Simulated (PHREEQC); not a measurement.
A solution holds 0.0057 mol/kgw TMAH and 0.21 mol/kgw K3PO4, at 20 °C. Closed to the air; pH follows from the charge balance.

Computed with PHREEQC (ion-association model, phreeqc.dat).

```tsv
quantity	before	after
pH	12.27	8.51
ionic strength (mol/kgw)	1.23	0.223
```

Problem. Name the change that produced these shifts.
A. diluted 10-fold with water
B. K3PO4 replaced by KHCO3 at the same molality
C. temperature from 20 to 60 °C
D. K3PO4 from 0.21 to 0.231 mol/kgw
E. temperature from 20 to 65 °C

Solution. B, K3PO4 replaced by KHCO3 at the same molality

Precipitation was switched off in this run. The ionic strength passes 0.7 mol/kgw, the rough limit of the ion-association models, in before. (CH3)4N+ isn't in the database: it is added as a free cation with an ion size of 4 Å.
